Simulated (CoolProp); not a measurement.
Properties of C2F6 (R116) along the isotherm -43.35 °C.

Values from CoolProp's reference Helmholtz-energy equation of state, Lemmon 2006. It is a short technical equation, of lower accuracy than the large ones.

```csv
p (bar),phase,density (kg/m³),isothermal compressibility (1/MPa),expansivity (1/kK),conductivity (mW/(m K)),fugacity coefficient
0.482,gas,3.524,21.00,4.529,[?],0.9882
1.1,gas,8.172,9.357,[?],9.77,[?]
2.5,gas,19.32,4.299,5.445,9.85,[?]
5.68,liquid,1437,0.006345,3.858,62.4,0.7460
12.9,liquid,1444,0.006051,[?],63.0,0.3406
29.4,liquid,1458,0.005482,3.502,[?],0.1622
67,liquid,1485,0.004544,3.099,67.0,0.08562
152,liquid,1535,0.003330,2.543,[?],0.05666
```

Problem. Some entries are withheld; supply them.

Solution. 
- 0.482, conductivity (mW/(m K)): 9.74
- 1.1, expansivity (1/kK): 4.776
- 1.1, fugacity coefficient: 0.9731
- 2.5, fugacity coefficient: 0.9388
- 12.9, expansivity (1/kK): 3.738
- 29.4, conductivity (mW/(m K)): 64.3
- 152, conductivity (mW/(m K)): 71.9

Thermal conductivity comes from a separate model (Huber 2003), an estimate that may be off by 10 % or more.
